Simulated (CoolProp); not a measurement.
Vapour pressure (kPa) of ammonia: the reference equation beside estimates from Tc = 405.6 K, pc = 11360 kPa, ω = 0.256. Clausius-Clapeyron is anchored at 240.3 K with a constant enthalpy of vaporisation of 23.30 kJ/mol.

Model: reference Helmholtz-energy equation of state, Gao 2020, in CoolProp.

```json
[
 {"T (K)": "210.7", "reference": "18.55", "Clausius-Clapeyron": "20.15", "Redlich-Kwong": "42.98", "Soave-Redlich-Kwong": "17.08", "Peng-Robinson": "18.18"},
 {"T (K)": "220.5", "reference": "34.78", "Clausius-Clapeyron": "36.39", "Redlich-Kwong": "76.28", "Soave-Redlich-Kwong": "32.61", "Peng-Robinson": "34.21"},
 {"T (K)": "230.4", "reference": "61.69", "Clausius-Clapeyron": "62.84", "Redlich-Kwong": "128.0", "Soave-Redlich-Kwong": "58.74", "Peng-Robinson": "60.85"},
 {"T (K)": "240.3", "reference": "103.7", "Clausius-Clapeyron": "103.7", "Redlich-Kwong": "203.7", "Soave-Redlich-Kwong": "100.0", "Peng-Robinson": "102.5"},
 {"T (K)": "250.2", "reference": "166.4", "Clausius-Clapeyron": "164.5", "Redlich-Kwong": "309.8", "Soave-Redlich-Kwong": "162.2", "Peng-Robinson": "164.8"},
 {"T (K)": "260", "reference": "255.2", "Clausius-Clapeyron": "251.0", "Redlich-Kwong": "451.5", "Soave-Redlich-Kwong": "251.0", "Peng-Robinson": "253.3"},
 {"T (K)": "269.9", "reference": "379.5", "Clausius-Clapeyron": "372.7", "Redlich-Kwong": "638.9", "Soave-Redlich-Kwong": "376.0", "Peng-Robinson": "377.2"},
 {"T (K)": "279.8", "reference": "546.8", "Clausius-Clapeyron": "538.2", "Redlich-Kwong": "878.0", "Soave-Redlich-Kwong": "545.2", "Peng-Robinson": "544.3"},
 {"T (K)": "289.7", "reference": "766.4", "Clausius-Clapeyron": "757.9", "Redlich-Kwong": "1176", "Soave-Redlich-Kwong": "768.3", "Peng-Robinson": "764.0"},
 {"T (K)": "299.5", "reference": "1045", "Clausius-Clapeyron": "1040", "Redlich-Kwong": "1537", "Soave-Redlich-Kwong": "1052", "Peng-Robinson": "1043"},
 {"T (K)": "309.4", "reference": "1399", "Clausius-Clapeyron": "1403", "Redlich-Kwong": "1974", "Soave-Redlich-Kwong": "1414", "Peng-Robinson": "1398"},
 {"T (K)": "319.3", "reference": "1837", "Clausius-Clapeyron": "1858", "Redlich-Kwong": "2491", "Soave-Redlich-Kwong": "1861", "Peng-Robinson": "1839"},
 {"T (K)": "329.2", "reference": "2372", "Clausius-Clapeyron": "2419", "Redlich-Kwong": "3096", "Soave-Redlich-Kwong": "2408", "Peng-Robinson": "2377"},
 {"T (K)": "339", "reference": "3008", "Clausius-Clapeyron": "3095", "Redlich-Kwong": "3787", "Soave-Redlich-Kwong": "3058", "Peng-Robinson": "3018"},
 {"T (K)": "348.9", "reference": "3772", "Clausius-Clapeyron": "3913", "Redlich-Kwong": "4585", "Soave-Redlich-Kwong": "3838", "Peng-Robinson": "3789"}
]
```

Absolute difference from the reference over all 15 rows, mean and median: Clausius-Clapeyron 2.2 and 1.6 %, Redlich-Kwong 66.8 and 60.6 %, Soave-Redlich-Kwong 2.4 and 1.6 %, Peng-Robinson 0.7 and 0.5 %.
